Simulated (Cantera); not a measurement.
Charge: 1 mol SiH₂Cl₂, 0.57 mol N₂, 63 mol H₂, equilibrated at 1175 K and 4700 Pa.

Method: chemical equilibrium by Gibbs-energy minimisation in Cantera with the NASA 1993 tables (ideal gas, pure condensed phases). N₂ is the only nitrogen source here; it is nearly inert below about 1500 K, so the nitride shown seldom forms there in practice. The tables' values for SiCl₃ are old estimates; treat these amounts as uncertain. Rates play no part.

```json
[
 {"species": "H₂", "before": "0.973", "after": "0.675"},
 {"species": "N₂", "before": "4.07e-7", "after": "0.304"},
 {"species": "HCl", "before": "0.0248", "after": "0.0214"},
 {"species": "SiCl₂", "before": "0.00111", "after": "1.45e-7"},
 {"species": "SiH₂Cl₂", "before": "4.83e-5", "after": "4.38e-9"},
 {"species": "SiHCl₃", "before": "0.000408", "after": "4.60e-8"},
 {"species": "SiCl₃", "before": "0.000224", "after": "3.03e-8"},
 {"species": "SiCl₄", "before": "0.000441", "after": "6.19e-8"},
 {"species": "Si₃N₄(s), mol", "before": "0.285", "after": "0.333"}
]
```
Gas species are given as mole fractions.

### Question
Name the change that produced these shifts.
(A) temperature from 1175 K to 1925 K
(B) N₂ from 0.57 to 29 mol
(C) temperature from 1175 K to 800 K
(D) pressure from 4700 Pa to 510 Pa

### Answer
B, N₂ from 0.57 to 29 mol
